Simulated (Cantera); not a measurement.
A Cantera script and what it prints.

```python
import numpy as np
import cantera as ct

gas_names = [...]  # 148 gases of nasa_gas.yaml made of Al, C, H, N, O
cond_names = """
    AL(cr) AL(L) ALN(s) AL2O3(a) AL2O3(L) C(gr) C6H6(L) C7H8(L) C8H18(L),n-octa H2O(s) H2O(L)
""".split()


# ... load() reads the species with a 1 bar reference pressure and builds the phases ...
atoms = {
    'Al(CH3)3': {'AL': 1, 'C': 3, 'H': 9},
    'H2O': {'H': 2, 'O': 1},
    'N2': {'N': 2},
}
top_T = {'ALN(s)': 2750, 'C(gr)': 4500}  # K; cautious upper limits of use, not melting points


# ... equilibrate(T, P, feed) seeds the gas with the atoms and calls Mixture.equilibrate('TP', solver="vcs", rtol=1e-11, max_steps=5000) ...
results = []
feed = {'Al(CH3)3': 1, 'H2O': 14, 'N2': 54}  # mol
P = 570  # Pa
for T in [673, 773, 873, 973, 1073, 1173, 1273, 1373, 1473, 1573, 1673, 1773, 1873]:
    mix = equilibrate(T, P, feed)
    results.append((T, P, feed, dict(zip(mix.species_names, mix.species_moles))))

top = {s: max(r[3][s] / sum(r[3][g] for g in gas_names) for r in results) for s in gas_names}
cols = sorted((s for s in top if top[s] > 1e-05), key=lambda s: -top[s])[:7]
seen = [c for c in cond_names if any(r[3].get(c, 0) > 1e-12 for r in results)]
print("log10 of partial pressures in bar; condensed amounts in mol")
print(f"{'T/K':>10s}" + "".join(f"{s[:9]:>10s}" for s in cols + seen))
for T, P, feed, n in results:
    ng = sum(n[g] for g in gas_names)
    print(f"{T:10.4g}" + "".join(f"{np.log10(max(n[s] / ng * P / 1e5, 1e-99)):10.3f}" for s in cols)
          + "".join(f"{n.get(c, 0):10.4g}" for c in seen))
```

Output:

```
log10 of partial pressures in bar; condensed amounts in mol
       T/K        N2        H2       H2O       CO2        CO         H        OH  AL2O3(a)
       673    -2.390    -3.057    -3.285    -3.702    -4.562   -15.786   -20.299       0.5
       773    -2.390    -3.069    -3.265    -3.761    -4.275   -13.577   -17.413       0.5
       873    -2.390    -3.083    -3.244    -3.833    -4.099   -11.871   -15.176       0.5
       973    -2.390    -3.095    -3.226    -3.909    -3.986   -10.514   -13.393       0.5
      1073    -2.390    -3.106    -3.212    -3.983    -3.912    -9.407   -11.940       0.5
      1173    -2.390    -3.115    -3.202    -4.052    -3.861    -8.486   -10.734       0.5
      1273    -2.390    -3.121    -3.193    -4.115    -3.824    -7.708    -9.718       0.5
      1373    -2.390    -3.127    -3.187    -4.172    -3.798    -7.041    -8.850       0.5
      1473    -2.390    -3.131    -3.182    -4.223    -3.778    -6.464    -8.099       0.5
      1573    -2.390    -3.135    -3.178    -4.268    -3.763    -5.958    -7.444       0.5
      1673    -2.390    -3.138    -3.175    -4.308    -3.751    -5.513    -6.868       0.5
      1773    -2.390    -3.142    -3.173    -4.343    -3.742    -5.117    -6.356       0.5
      1873    -2.390    -3.147    -3.172    -4.374    -3.735    -4.764    -5.899       0.5
```

Method: chemical equilibrium by Gibbs-energy minimisation in Cantera with the NASA 1993 tables (ideal gas, pure condensed phases). The feed counts by its element totals alone.
